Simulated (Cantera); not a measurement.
**Equilibrium for silicon oxide and oxynitride deposition: TEOS + NO + H2**

A closed system holds: 1 mol TEOS, 5.9 mol NO, 4.3 mol H2, at 7.80 Pa.

Method: chemical equilibrium by Gibbs-energy minimisation in Cantera with the NASA 1993 tables (ideal gas, pure condensed phases). Candidate condensed phases: C, C6H6, C7H8, C8H18, H2O, Si, SiC, SiO2, Si2N2O, Si3N4; 151 gas species. The feed counts by its element totals alone. Mutual solubility and eutectic melting of coexisting phases are not modelled. The tables hold silica as quartz up to 1696 K and as liquid above; real silica turns to tridymite and cristobalite and melts near 1996 K. Kinetics and transport are ignored.

From 327 °C to 477 °C the condensed part is C(graphite) + SiO2(α-quartz). From 627 °C to 777 °C the condensed part is C(graphite) + SiO2(β-quartz). At 927 °C the condensed part is SiO2(β-quartz) + Si2N2O(s). From 1077 °C to 1377 °C the condensed part is SiO2(β-quartz). From 1527 °C to 1827 °C nothing is condensed.

| T (°C) | x H2 | x CO | x H | x N2 | x CO2 | x H2O | x SiO | n C(graphite) | n SiO2(α-quartz) | n SiO2(β-quartz) | n Si2N2O(s) |
|---|---|---|---|---|---|---|---|---|---|---|---|
| 327 | 0.617 | 0.0544 | <1e-12 | 0.139 | 0.133 | 0.0533 | <1e-12 | 3.98 | 1.00 | 0 | 0 |
| 477 | 0.570 | 0.306 | 2.71e-11 | 0.118 | 0.00408 | 0.00124 | <1e-12 | 0.231 | 1.00 | 0 | 0 |
| 627 | 0.569 | 0.314 | 9.98e-9 | 0.117 | 4.29e-5 | 3.38e-5 | <1e-12 | 0.102 | 0 | 1.00 | 0 |
| 777 | 0.569 | 0.314 | 6.92e-7 | 0.117 | 1.65e-6 | 2.53e-6 | 3.44e-8 | 0.1000 | 0 | 1.000 | 0 |
| 927 | 0.567 | 0.317 | 1.68e-5 | 0.116 | 1.65e-6 | 4.06e-6 | 5.58e-5 | 0 | 0 | 0.933 | 0.0329 |
| 1077 | 0.564 | 0.316 | 0.000203 | 0.116 | 7.05e-6 | 2.48e-5 | 0.00398 | 0 | 0 | 0.899 | 0 |
| 1227 | 0.560 | 0.314 | 0.00149 | 0.116 | 0.000423 | 0.00195 | 0.00631 | 0 | 0 | 0.840 | 0 |
| 1377 | 0.524 | 0.303 | 0.00744 | 0.113 | 0.00373 | 0.0207 | 0.0283 | 0 | 0 | 0.261 | 0 |
| 1527 | 0.494 | 0.296 | 0.0285 | 0.111 | 0.00457 | 0.0291 | 0.0375 | 0 | 0 | 0 | 0 |
| 1677 | 0.449 | 0.287 | 0.0870 | 0.107 | 0.00409 | 0.0281 | 0.0364 | 0 | 0 | 0 | 0 |
| 1827 | 0.356 | 0.268 | 0.211 | 0.100 | 0.00372 | 0.0244 | 0.0340 | 0 | 0 | 0 | 0 |
x: gas mole fraction; n: condensed amount in mol.
